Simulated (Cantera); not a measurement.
A Cantera script and what it prints.

```python
import numpy as np
import cantera as ct

gas_names = [...]  # 127 gases of nasa_gas.yaml made of C, Fe, H, O, S
cond_names = """
    C(gr) C6H6(L) C7H8(L) C8H18(L),n-octa Fe(a) Fe(c) Fe(d) Fe(L) FeC5O5(L) FeO(s) FeO(L) Fe(OH)2(s)
    Fe(OH)3(s) FeS(a) FeS(b) FeS(c) FeS(L) FeSO4(s) FeS2(s) Fe2O3(s) Fe2S3O12(s) Fe3O4(s) H2O(s) H2O(L)
    H2SO4(L) S(cr1) S(cr2) S(L)
""".split()


# ... load() reads the species with a 1 bar reference pressure and builds the phases ...
atoms = {
    'FeS2': {'Fe': 1, 'S': 2},
    'H2S': {'H': 2, 'S': 1},
    'CO2': {'C': 1, 'O': 2},
    'SO3': {'S': 1, 'O': 3},
}
top_T = {'C(gr)': 4500, 'FeSO4(s)': 950, 'FeS2(s)': 1010, 'Fe2O3(s)': 1830, 'Fe2S3O12(s)': 1100, 'Fe3O4(s)': 1870}  # K; cautious upper limits of use, not melting points


# ... equilibrate(T, P, feed) seeds the gas with the atoms and calls Mixture.equilibrate('TP', solver="vcs", rtol=1e-11, max_steps=5000) ...
results = []
feed = {'FeS2': 1, 'H2S': 0.16, 'CO2': 0.087, 'SO3': 0.41}  # mol
P = 170000  # Pa
for T in [700, 800, 900, 1000, 1100, 1200, 1300, 1400, 1500, 1600, 1700, 1800, 1900]:
    mix = equilibrate(T, P, feed)
    results.append((T, P, feed, dict(zip(mix.species_names, mix.species_moles))))

top = {s: max(r[3][s] / sum(r[3][g] for g in gas_names) for r in results) for s in gas_names}
cols = sorted((s for s in top if top[s] > 0.001), key=lambda s: -top[s])[:8]
seen = [c for c in cond_names if any(r[3].get(c, 0) > 1e-12 for r in results)]
print("log10 of partial pressures in bar; condensed amounts in mol")
print(f"{'T/K':>10s}" + "".join(f"{s[:9]:>10s}" for s in cols + seen))
for T, P, feed, n in results:
    ng = sum(n[g] for g in gas_names)
    print(f"{T:10.4g}" + "".join(f"{np.log10(max(n[s] / ng * P / 1e5, 1e-99)):10.3f}" for s in cols)
          + "".join(f"{n.get(c, 0):10.4g}" for c in seen))
```

Output:

```
log10 of partial pressures in bar; condensed amounts in mol
       T/K       SO2        S2       H2O       CO2       H2S        SO        CO       S2O    FeS(c)    FeS(L)   FeS2(s)
       700     0.062    -2.092    -0.478    -0.728    -1.942    -7.396    -6.249    -2.683         0         0         1
       800     0.059    -1.641    -0.486    -0.732    -1.831    -6.150    -5.183    -2.384         0         0         1
       900     0.058    -1.589    -0.482    -0.732    -1.958    -5.255    -4.429    -2.375         0         0         1
      1000    -0.093    -0.307    -0.726    -0.890    -1.300    -4.304    -3.600    -1.511    0.7089         0    0.2911
      1100    -0.146    -0.204    -0.779    -0.946    -1.356    -3.728    -3.120    -1.479         1         0         0
      1200    -0.148    -0.201    -0.765    -0.951    -1.428    -3.247    -2.724    -1.493         1         0         0
      1300    -0.149    -0.200    -0.757    -0.960    -1.492    -2.840    -2.395    -1.505         1         0         0
      1400    -0.149    -0.199    -0.754    -0.976    -1.550    -2.492    -2.121    -1.516         1         0         0
      1500    -0.150    -0.201    -0.754    -0.999    -1.604    -2.191    -1.896    -1.527         0         1         0
      1600    -0.150    -0.203    -0.759    -1.030    -1.656    -1.928    -1.711    -1.537         0         1         0
      1700    -0.151    -0.207    -0.766    -1.071    -1.706    -1.696    -1.562    -1.548         0         1         0
      1800    -0.152    -0.213    -0.777    -1.120    -1.755    -1.492    -1.443    -1.561         0         1         0
      1900    -0.156    -0.221    -0.791    -1.176    -1.804    -1.311    -1.349    -1.575         0         1         0
```

Method: chemical equilibrium by Gibbs-energy minimisation in Cantera with the NASA 1993 tables (ideal gas, pure condensed phases). FeS: taken at fixed stoichiometry. Gases not in the tables: S3 to S7.
